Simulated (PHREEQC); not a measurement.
**Copper plating or etch bath**

Make-up at 25 °C: 0.0176 mol/kgw Cu(BF4)2, 0.00156 mol/kgw HBF4 and 0.00013 mol/kgw H3BO3. Closed to the air; pH follows from the charge balance.

All values are PHREEQC results (ion-association model, phreeqc.dat), not measurements.

No solid was allowed to form.

Problem. Estimate the pH.

Solution. pH 2.64.

Problem. In which forms is F present?

Solution. BF4- 89 %, BF3OH- 4.2 %, HF 3.9 %, F- 1.4 %, BF2(OH)2- 0.7 % of the F.

Complexes and solids missing from the database can't appear. Real BF4- forms and hydrolyses slowly; the run takes it at equilibrium.
